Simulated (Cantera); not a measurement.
# Adiabatic ignition

An adiabatic, constant-pressure homogeneous reactor starts with 8.99 % H2, 19.1 % O2, 71.9 % N2, at 1525 K and 100000 Pa.

Cantera simulation using the H2/O2 subset of GRI-Mech 3.0, which has no nitrogen chemistry; the numbers are that mechanism's predictions, not measurements.

| t (s) | T (K) | x H2 | x O2 | x HO2 | x H | x H2O | x H2O2 |
|---|---|---|---|---|---|---|---|
| 7.00e-6 | 1525 | 0.0898 | 0.191 | 2.66e-6 | 4.37e-5 | 6.49e-5 | 2.04e-8 |
| 2.28e-5 | 1672 | 0.00664 | 0.140 | 3.48e-5 | 0.0201 | 0.0687 | 1.13e-6 |
| 7.40e-5 | 1941 | 0.00335 | 0.144 | 1.53e-5 | 0.00526 | 0.0809 | 3.22e-7 |
| 0.000240 | 2085 | 0.000992 | 0.149 | 5.21e-6 | 0.000715 | 0.0886 | 1.34e-7 |
| 0.000782 | 2131 | 0.000239 | 0.152 | 3.48e-6 | 8.04e-5 | 0.0917 | 9.73e-8 |
| 0.00254 | 2136 | 0.000179 | 0.152 | 3.56e-6 | 5.22e-5 | 0.0921 | 1.02e-7 |
| 0.00826 | 2136 | 0.000179 | 0.152 | 3.56e-6 | 5.22e-5 | 0.0921 | 1.02e-7 |
| 0.0269 | 2136 | 0.000179 | 0.152 | 3.56e-6 | 5.22e-5 | 0.0921 | 1.02e-7 |
| 0.0873 | 2136 | 0.000179 | 0.152 | 3.56e-6 | 5.22e-5 | 0.0921 | 1.02e-7 |
| 0.284 | 2136 | 0.000179 | 0.152 | 3.56e-6 | 5.22e-5 | 0.0921 | 1.02e-7 |
| 0.923 | 2136 | 0.000179 | 0.152 | 3.56e-6 | 5.22e-5 | 0.0921 | 1.02e-7 |
| 3.00 | 2136 | 0.000179 | 0.152 | 3.56e-6 | 5.22e-5 | 0.0921 | 1.02e-7 |
x: mole fraction; the columns are a selection and need not sum to one.

```json
{
  "time_of_steepest_temperature_rise": "16.7 µs",
  "temperature at 3.00 s": "2136 K",
  "equilibrium_temperature": "2136 K",
  "x(H2) at 3.00 s": "0.000179 (gas-phase equilibrium 0.000179)",
  "x(O2) at 3.00 s": "0.152 (gas-phase equilibrium 0.152)",
  "x(HO2) at 3.00 s": "3.56e-6 (gas-phase equilibrium 3.56e-6)"
}
```
